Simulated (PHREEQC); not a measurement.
Make-up at 65 °C: 0.014 mol NaCl per kg of water. Closed to the air; pH follows from the charge balance.

All values are PHREEQC results (ion-association model, phreeqc.dat), not measurements.

Precipitation was switched off in this run.

What specific conductance does the model give?

specific conductance 3320 µS/cm.

Complexes and solids missing from the database can't appear. Constants without temperature data keep their 25 °C values here.
